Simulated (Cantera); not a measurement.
A closed system holds: 1 mol (CH3)2SiCl2, 4.5 mol H2, at 1.40 mbar.

Method: chemical equilibrium by Gibbs-energy minimisation in Cantera with the NASA 1993 tables (ideal gas, pure condensed phases). Candidate condensed phases: C, C6H6, C7H8, C8H18, Si, SiC; 109 gas species. The feed counts by its element totals alone. Rates play no part.

Over these rows the condensed part is C(graphite) + SiC(s). Partial pressures as log10 of bar:

```json
[
 {"T (K)": "925", "1000/T (1/K)": "1.0811", "log p SiCl4": "-4.56", "log p H2": "-2.94", "log p HCl": "-3.65"},
 {"T (K)": "1075", "1000/T (1/K)": "0.9302", "log p SiCl4": "-5.56", "log p H2": "-2.97", "log p HCl": "-3.50"},
 {"T (K)": "1225", "1000/T (1/K)": "0.8163", "log p SiCl4": "-6.73", "log p H2": "-2.97", "log p HCl": "-3.48"},
 {"T (K)": "1375", "1000/T (1/K)": "0.7273", "log p SiCl4": "?", "log p H2": "-2.97", "log p HCl": "-3.49"},
 {"T (K)": "1525", "1000/T (1/K)": "0.6557", "log p SiCl4": "-8.47", "log p H2": "-2.97", "log p HCl": "-3.49"},
 {"T (K)": "1675", "1000/T (1/K)": "0.5970", "log p SiCl4": "-9.12", "log p H2": "-2.97", "log p HCl": "-3.50"}
]
```

Fit log p(SiCl4) = a + b·(1000/T) to the five rows, give the apparent enthalpy, and predict the row at 1375 K.

Means: 1000/T = 0.8161, log p = -6.888. Sxy = 1.511260, Sxx = 0.1569768, so b = 9.63 and a = -6.888 − (9.63)×0.8161 = -14.75.
Apparent enthalpy: −19.145 × (9.63) = -184 kJ/mol. With the condensed phases at unit activity, SiC(s) + 4 HCl(g) = SiCl4(g) + C(graphite) + 2 H2(g) links this pressure to the main gases: over the six rows their terms move log p by +0.66 in all, so the slope isn't that reaction's ΔH° alone. The five rows lie within 0.23 of the line; that is curvature, so one enthalpy describes this range poorly.
Prediction at 1375 K: -14.75 + (9.63)×0.7273 = -7.75. The computed value is -7.69, 0.06 from the line.
